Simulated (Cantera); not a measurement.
An adiabatic, constant-pressure homogeneous reactor starts with CH₃OH : O₂ : N₂ = 1 : 4.17 : 15.7 (molar parts), at 1325 K and 17.8 atm. Integrator tolerance rtol = 1e-08.

Computed with Cantera and GRI-Mech 3.0 (53 species, 325 reactions). GRI-Mech 3.0 was tuned for natural gas; its chemistry of methanol as a main component is partial and can be far from experiment. The pressure lies above the range GRI-Mech 3.0 was tuned for (to about 10 atm).

Problem. What does this change do: 0.15 parts H2 added?

Solution. 
| quantity | before | after |
|---|---|---|
| time of steepest temperature rise | 0.197 ms | 0.179 ms |
| temperature at 1.00 s | 2129 K | 2166 K |
| equilibrium temperature | 2129 K | 2166 K |
| x(CH₃OH) at 1.00 s | <1e-12 (gas-phase equilibrium <1e-12) | <1e-12 (gas-phase equilibrium <1e-12) |
| x(O₂) at 1.00 s | 0.121 (gas-phase equilibrium 0.121) | 0.116 (gas-phase equilibrium 0.116) |
| x(NO) at 1.00 s | 0.00783 (gas-phase equilibrium 0.00783) | 0.00838 (gas-phase equilibrium 0.00838) |
| x(N₂O) at 1.00 s | 1.78e-6 (gas-phase equilibrium 1.78e-6) | 1.90e-6 (gas-phase equilibrium 1.90e-6) |
| x(C₂H₄) at 1.00 s | <1e-12 (gas-phase equilibrium <1e-12) | <1e-12 (gas-phase equilibrium <1e-12) |
